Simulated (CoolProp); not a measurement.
A simple Rankine cycle with p-xylene: condensing at 316.15 K, boiler at 2.62 MPa, turbine inlet 619 K, turbine efficiency 0.85, pump efficiency 0.8, no recuperator. Each further row changes one setting.

Computed with CoolProp (reference Helmholtz-energy equation of state, Zhou 2012).

| case | thermal efficiency (%) | net work (kJ/kg) | heat in (kJ/kg) | turbine exit temperature (K) | volume ratio over the turbine |
|---|---|---|---|---|---|
| as stated | 25.4 | 220 | 867 | 480.4 | 1000 |
| condensing temperature 308.15 K | 26.4 | (withheld) | 881 | 473.6 | 1490 |
| boiler pressure 1.83 MPa | (withheld) | (withheld) | (withheld) | (withheld) | 605 |
| turbine efficiency 0.75 | 22.3 | (withheld) | 867 | 494.5 | 1030 |

**Question.** Fill in the missing entries.

**Answer.** 
- condensing temperature 308.15 K, net work (kJ/kg): 232
- boiler pressure 1.83 MPa, thermal efficiency (%): 24.4
- boiler pressure 1.83 MPa, net work (kJ/kg): 218
- boiler pressure 1.83 MPa, heat in (kJ/kg): 892
- boiler pressure 1.83 MPa, turbine exit temperature (K): 495.0
- turbine efficiency 0.75, net work (kJ/kg): 194
